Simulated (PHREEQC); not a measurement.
Make-up at 10 °C: 0.25 mol/kgw H2SO4, 0.0017 mol/kgw Al2(SO4)3 and 0.029 mol/kgw MgSO4. Closed to the air; pH follows from the charge balance.

The numbers come from PHREEQC with the ion-association model, phreeqc.dat.

```csv
quantity,before,after
pH,0.67,0.64
ionic strength (mol/kgw),0.385,0.613
HSO4- (mol/kgw),0.225,0.196
SO4-2 (mol/kgw),0.0461,0.0450
AlSO4+ (mol/kgw),0.00213,0.00208
Al(SO4)2- (mol/kgw),0.000677,0.000538
SI of Gibbsite (Al(OH)3),-11.28,-11.33
```

Q: Which change was made?
(A) 0.0028 mol/kgw HCl added
(B) temperature from 10 to 40 °C
(C) Al2(SO4)3 from 0.0017 to 0.00085 mol/kgw
(D) 0.089 mol/kgw ZnBr2 added
(E) diluted 5-fold with water

A: D, 0.089 mol/kgw ZnBr2 added

Precipitation was switched off in this run. At this temperature some constants are extrapolated from 25 °C, and those without enthalpy data are left unchanged.
